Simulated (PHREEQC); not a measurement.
Dissolve 140 mmol/kgw H2SO4, 42 mmol/kgw KNO3 and 78 mmol/kgw CuSO4 at 25 °C. Closed to the air; pH follows from the charge balance.

Equilibrium calculation in PHREEQC: ion-association model, phreeqc.dat.

No solid was allowed to form.

Task: What pH, density, activity of water does the model give?

Result: pH 0.98; density 1.020 g/cm³; activity of water 0.992.

Task: In which forms is K present?

Result: K+ 94 %, KSO4- 6.3 % of the K.

Complexes and solids missing from the database can't appear.
